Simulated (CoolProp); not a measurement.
Vapour-liquid equilibrium of n-hexane (1) + o-xylene (2) at 0.653 MPa; x and y are mole fractions of (1).

The numbers come from the multi-fluid Helmholtz-energy mixture model, Thol 2019 and Zhou 2012; pair parameters Bell 2016 in CoolProp.

| x | bubble temperature (K) | y at the bubble point | dew temperature at overall composition x (K) | liquid density (mol/L) |
|---|---|---|---|---|
| 0.05 | 496.1 | 0.164 | ? | 6.392 |
| 0.2 | 473.8 | ? | 494.0 | 6.470 |
| 0.35 | 457.1 | 0.695 | 484.7 | 6.486 |
| 0.5 | ? | 0.811 | 474.1 | 6.455 |
| 0.65 | 434.2 | 0.888 | 461.5 | 6.390 |
| 0.8 | 425.8 | 0.943 | 445.7 | 6.301 |
| 0.95 | ? | 0.987 | 424.7 | ? |

### Question
Fill in the missing entries.

### Answer

- 0.05, dew temperature at overall composition x (K): 502.4
- 0.2, y at the bubble point: 0.503
- 0.5, bubble temperature (K): 444.4
- 0.95, bubble temperature (K): 418.3
- 0.95, liquid density (mol/L): 6.192

No azeotrope shows between x = 0.05 and 0.95.

Pair parameters are fitted to limited data, so mixtures are less certain than the pure fluids.
